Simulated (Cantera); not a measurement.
A freely propagating, adiabatic, planar premixed flame of CH₄ : H₂ : O₂ : N₂ : H₂O = 1 : 0.042 : 1.68 : 6.33 : 0.3 (molar parts), equivalence ratio 1.2, unburnt at 475 K and 165 Torr; mixture-averaged transport, grid criteria slope 0.08 and curve 0.16, no radiation.

Detailed kinetics in Cantera: GRI-Mech 3.0 (53 species, 325 reactions). Burning velocities carry a grid error of a few per cent, more on coarse grids.

What does this change do: inlet temperature 475 to 623 K?


```tsv
quantity	before	after
laminar burning velocity	101 cm/s	165 cm/s
thermal thickness	1.44 mm	1.31 mm
peak x(CO)	0.0654	0.0678
peak x(C₂H₆)	0.00150	0.00157
peak x(CH₂)	7.72e-5	9.70e-5
```
